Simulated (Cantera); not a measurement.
Cantera run, input and output.

```python
import numpy as np
import cantera as ct

gas = ct.Solution("gri30.yaml")
gas.TPX = 1323, 100000, {'CH4': 1, 'CO': 0.22, 'O2': 1.41, 'N2': 5.29}
reactor = ct.IdealGasReactor(gas, energy="on", clone=False)
net = ct.ReactorNet([reactor])
net.rtol, net.atol = 1e-08, 1e-16
show = ['CH4', 'CO', 'O2', 'CH3', 'H2O', 'HCN', 'CH2CO']
times = np.geomspace(2e-06, 2, 16)

steps = ct.SolutionArray(gas, extra=["t"])
rows = []
print(f"{'t/s':>10s}{'T/K':>9s}{'P/Pa':>11s}" + "".join(f"{s:>11s}" for s in show))
for t in times:
    while net.time < t:
        t_next = net.step()
        steps.append(gas.state, t=t_next)
    rows.append([np.interp(t, steps.t, y) for y in (steps.T, steps.P, *steps(*show).X.T)])
    print(f"{t:10.3e}{rows[-1][0]:9.1f}{rows[-1][1]:11.4g}" + "".join(f"{x:11.3e}" for x in rows[-1][2:]))
rate = np.gradient(steps.T, steps.t)
print("integrator steps:", len(steps.t))
if steps.T.max() > steps.T[0] + 200:
    print(f"time of steepest temperature rise: {steps.t[rate.argmax()]:.4e} s")
gas.TPX = 1323, 100000, {'CH4': 1, 'CO': 0.22, 'O2': 1.41, 'N2': 5.29}
gas.equilibrate("UV")
print(f"equilibrium (UV): T = {gas.T:.1f} K  " + "  ".join(f"{s} {gas[s].X[0]:.3e}" for s in show))
```

Output:

```
       t/s      T/K       P/Pa        CH4         CO         O2        CH3        H2O        HCN      CH2CO
 2.000e-06   1323.0      1e+05  1.263e-01  2.778e-02  1.780e-01  2.346e-08  2.219e-09  2.435e-23  3.295e-15
 5.024e-06   1323.0      1e+05  1.263e-01  2.778e-02  1.780e-01  6.318e-08  8.148e-09  1.716e-22  2.264e-14
 1.262e-05   1323.0      1e+05  1.263e-01  2.778e-02  1.780e-01  1.665e-07  2.630e-08  1.159e-21  1.514e-13
 3.170e-05   1323.0      1e+05  1.263e-01  2.778e-02  1.780e-01  4.488e-07  9.357e-08  7.807e-21  1.013e-12
 7.962e-05   1323.0      1e+05  1.263e-01  2.778e-02  1.780e-01  1.305e-06  4.159e-07  5.573e-20  7.124e-12
 2.000e-04   1323.0      1e+05  1.263e-01  2.778e-02  1.780e-01  4.259e-06  2.260e-06  4.561e-19  5.557e-11
 5.024e-04   1323.0      1e+05  1.262e-01  2.777e-02  1.780e-01  1.411e-05  1.342e-05  4.545e-18  4.766e-10
 1.262e-03   1323.5      1e+05  1.261e-01  2.777e-02  1.780e-01  3.132e-05  7.787e-05  4.580e-17  4.219e-09
 3.170e-03   1325.9  1.002e+05  1.257e-01  2.778e-02  1.777e-01  4.441e-05  3.811e-04  3.229e-16  4.973e-08
 7.962e-03   1345.1  1.017e+05  1.226e-01  2.824e-02  1.755e-01  9.568e-05  2.783e-03  7.411e-15  2.294e-06
 2.000e-02   2859.3  2.369e+05  8.251e-13  1.048e-01  1.867e-03  3.526e-12  1.531e-01  4.137e-08  8.268e-15
 5.024e-02   2859.3  2.369e+05  8.251e-13  1.048e-01  1.867e-03  3.526e-12  1.531e-01  4.137e-08  8.268e-15
 1.262e-01   2859.3  2.369e+05  8.251e-13  1.048e-01  1.867e-03  3.526e-12  1.531e-01  4.137e-08  8.268e-15
 3.170e-01   2859.3  2.369e+05  8.251e-13  1.048e-01  1.867e-03  3.526e-12  1.531e-01  4.137e-08  8.268e-15
 7.962e-01   2859.3  2.369e+05  8.251e-13  1.048e-01  1.867e-03  3.526e-12  1.531e-01  4.137e-08  8.268e-15
 2.000e+00   2859.3  2.369e+05  8.251e-13  1.048e-01  1.867e-03  3.526e-12  1.531e-01  4.137e-08  8.268e-15
integrator steps: 2277
time of steepest temperature rise: 1.1380e-02 s
equilibrium (UV): T = 2859.3 K  CH4 9.784e-13  CO 1.048e-01  O2 1.867e-03  CH3 4.182e-12  H2O 1.531e-01  HCN 4.137e-08  CH2CO 8.871e-15
```

Model: GRI-Mech 3.0 (53 species, 325 reactions), integrated in Cantera.
